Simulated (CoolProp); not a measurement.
Vapour-liquid equilibrium of C2F6 (R116) (1) + propane (2) at 226.2 K; x and y are mole fractions of (1).

The numbers come from the multi-fluid Helmholtz-energy mixture model, Lemmon 2006 and Lemmon 2009; pair parameters Bell 2016 in CoolProp.

| x | bubble pressure, mixture model (MPa) | bubble pressure, Raoult's law (MPa) | y, mixture model | y, Raoult's law |
|---|---|---|---|---|
| 0.05 | 0.1952 | 0.09822 | 0.586 | 0.212 |
| 0.125 | 0.2913 | 0.1234 | 0.728 | 0.423 |
| 0.2 | 0.3356 | 0.1486 | 0.769 | 0.561 |
| 0.275 | 0.3548 | 0.1737 | 0.784 | 0.660 |
| 0.35 | 0.3631 | 0.1989 | 0.792 | 0.734 |
| 0.425 | 0.3678 | 0.2241 | 0.796 | 0.791 |
| 0.5 | 0.3722 | 0.2493 | 0.801 | 0.837 |
| 0.575 | 0.3778 | 0.2744 | 0.809 | 0.874 |
| 0.65 | 0.3849 | 0.2996 | 0.821 | 0.905 |
| 0.725 | 0.3931 | 0.3248 | 0.840 | 0.931 |
| 0.8 | 0.4017 | 0.3499 | 0.867 | 0.953 |
| 0.875 | 0.4096 | 0.3751 | 0.904 | 0.973 |
| 0.95 | 0.4153 | 0.4003 | 0.956 | 0.990 |

The largest gap from Raoult's law is +136.1 % in bubble pressure, at x = 0.125. No azeotrope shows between x = 0.05 and 0.95.

Pair parameters are fitted to limited data, so mixtures are less certain than the pure fluids. With so large a gap from Raoult's law the liquid may split in two, which this calculation doesn't test in full.
